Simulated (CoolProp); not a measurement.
Vapour-liquid equilibrium of R134a (1) + R142b (2) at -66.95 °C; x and y are mole fractions of (1).

The numbers come from the multi-fluid Helmholtz-energy mixture model, Tillner-Roth 1994 and Lemmon 2006; pair parameters Bell 2016 in CoolProp.

Question: Give the bubble pressure and the first vapour's composition at x = 0.05, 0.2, 0.95. Is there an azeotrope?

Answer: x = 0.05: 0.04818 bar, y = 0.132; x = 0.2: 0.05979 bar, y = 0.406; x = 0.95: 0.09760 bar, y = 0.968. No azeotrope shows between x = 0.05 and 0.95.

The pair parameters rest on a limited set of measurements; away from them the model extrapolates.
